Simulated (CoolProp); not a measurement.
R143a at 293.15 K and 1.83 MPa flows at 0.13 m/s in a round tube of 4.6 mm bore and 0.25 µm roughness, fully developed (64/Re and Nu = 3.66 if laminar; Colebrook and Gnielinski if turbulent). Each further row changes one setting.

The numbers come from the reference Helmholtz-energy equation of state, Lemmon and Jacobsen 2000 in CoolProp.

| case | Reynolds number | Darcy friction factor | pressure drop (Pa/m) | heat-transfer coefficient (W/(m² K)) | mass flow (kg/h) |
|---|---|---|---|---|---|
| as stated | … | … | 66.6 | 419 | 7.45 |
| velocity 0.26 m/s | 9590 | 0.0313 | 220 | … | 14.9 |
| diameter 9.2 mm | 9590 | 0.0313 | 27.5 | … | 29.8 |

Question: Some entries are withheld; supply them.

Answer: 
- as stated, Reynolds number: 4800
- as stated, Darcy friction factor: 0.0379
- velocity 0.26 m/s, heat-transfer coefficient (W/(m² K)): 817
- diameter 9.2 mm, heat-transfer coefficient (W/(m² K)): 408

Viscosity comes from a separate model (Klein 1997), an estimate that may be off by 10 % or more. Thermal conductivity comes from a separate model (McLinden 2000), an estimate that may be off by 10 % or more.
